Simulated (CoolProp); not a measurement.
Vapour-liquid equilibrium of R113 (1) + ethanol (2) at 397.7 K; x and y are mole fractions of (1).

Computed with CoolProp (multi-fluid Helmholtz-energy mixture model, Marx 1992 and Schroeder 2014; pair parameters Bell 2016).

```json
[
 {"x": "0.05", "bubble pressure (MPa)": "0.6359", "y at the bubble point": "0.245", "dew pressure at overall composition x (MPa)": "0.5142", "liquid density (mol/L)": "14.10"},
 {"x": "0.125", "bubble pressure (MPa)": "0.7767", "y at the bubble point": "0.404", "dew pressure at overall composition x (MPa)": "0.5556", "liquid density (mol/L)": "13.04"},
 {"x": "0.2", "bubble pressure (MPa)": "0.8553", "y at the bubble point": "0.477", "dew pressure at overall composition x (MPa)": "0.6035", "liquid density (mol/L)": "12.10"},
 {"x": "0.275", "bubble pressure (MPa)": "0.8979", "y at the bubble point": "0.517", "dew pressure at overall composition x (MPa)": "0.6592", "liquid density (mol/L)": "11.26"},
 {"x": "0.35", "bubble pressure (MPa)": "0.9215", "y at the bubble point": "0.542", "dew pressure at overall composition x (MPa)": "0.7240", "liquid density (mol/L)": "10.52"},
 {"x": "0.425", "bubble pressure (MPa)": "0.9356", "y at the bubble point": "0.561", "dew pressure at overall composition x (MPa)": "0.7988", "liquid density (mol/L)": "9.857"},
 {"x": "0.5", "bubble pressure (MPa)": "0.9446", "y at the bubble point": "0.580", "dew pressure at overall composition x (MPa)": "0.8802", "liquid density (mol/L)": "9.274"},
 {"x": "0.575", "bubble pressure (MPa)": "0.9496", "y at the bubble point": "0.600", "dew pressure at overall composition x (MPa)": "0.9428", "liquid density (mol/L)": "8.763"},
 {"x": "0.65", "bubble pressure (MPa)": "0.9494", "y at the bubble point": "0.626", "dew pressure at overall composition x (MPa)": "0.9448", "liquid density (mol/L)": "8.317"},
 {"x": "0.725", "bubble pressure (MPa)": "0.9413", "y at the bubble point": "0.662", "dew pressure at overall composition x (MPa)": "0.9135", "liquid density (mol/L)": "7.929"},
 {"x": "0.8", "bubble pressure (MPa)": "0.9205", "y at the bubble point": "0.711", "dew pressure at overall composition x (MPa)": "0.8702", "liquid density (mol/L)": "7.594"},
 {"x": "0.875", "bubble pressure (MPa)": "0.8807", "y at the bubble point": "0.783", "dew pressure at overall composition x (MPa)": "0.8237", "liquid density (mol/L)": "7.303"},
 {"x": "0.95", "bubble pressure (MPa)": "0.8134", "y at the bubble point": "0.892", "dew pressure at overall composition x (MPa)": "0.7776", "liquid density (mol/L)": "7.052"}
]
```

y crosses x between x = 0.575 and 0.65: the model has an azeotrope there.

The pair parameters rest on a limited set of measurements; away from them the model extrapolates. With so large a gap from Raoult's law the liquid may split in two, which this calculation doesn't test in full.
